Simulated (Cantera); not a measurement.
A Cantera script and what it prints.

```python
import numpy as np
import cantera as ct

gas_names = """
    AL ALCL ALCL2 ALCL3 ALH ALO ALOCL ALOH ALO2 ALO2H AL2 AL2CL6 AL2O AL2O2 CL CLO CL2 H HALO HCL HOCL
    HO2 H2 H2O H2O2 O OH O2 O3
""".split()
cond_names = """
    AL(cr) AL(L) ALCL3(s) ALCL3(L) AL2O3(a) AL2O3(L) H2O(s) H2O(L)
""".split()


# ... load() reads the species with a 1 bar reference pressure and builds the phases ...
atoms = {
    'Al2O3': {'AL': 2, 'O': 3},
    'HCl': {'H': 1, 'CL': 1},
    'O2': {'O': 2},
}
top_T = {}  # K; cautious upper limits of use, not melting points


# ... equilibrate(T, P, feed) seeds the gas with the atoms and calls Mixture.equilibrate('TP', solver="vcs", rtol=1e-11, max_steps=5000) ...
results = []
feed = {'Al2O3': 1, 'HCl': 0.012, 'O2': 0.022}  # mol
T = 1600  # K
P = 100000  # Pa
mix = equilibrate(T, P, feed)
results.append((T, P, feed, dict(zip(mix.species_names, mix.species_moles))))
x = sorted(zip(gas.X, gas.species_names), reverse=True)
print(f"T = {T:g} K  P = {P:g} Pa  gas = {mix.phase_moles(0):.4g} mol")
print("   x: " + "  ".join(f"{s} {v:.3e}" for v, s in x if v > 1e-05))
print("   condensed (mol): " + ("  ".join(f"{mix.phase(i).name} {mix.phase_moles(i):.4g}"
      for i in range(1, mix.n_phases) if mix.phase_moles(i) > 1e-12) or "none"))
```

Output:

```
T = 1600 K  P = 100000 Pa  gas = 0.03362 mol
   x: O2 6.330e-01  HCL 2.722e-01  H2O 4.222e-02  CL2 3.224e-02  CL 1.973e-02  CLO 3.423e-04  OH 1.515e-04  HOCL 7.435e-05  O 1.154e-05  ALCL3 1.123e-05
   condensed (mol): AL2O3(a) 1
```

Cantera equilibrium calculation (NASA polynomials, part measured and part estimated; ideal gas, pure solids and liquids). Gases not in the tables: Al(OH)3.
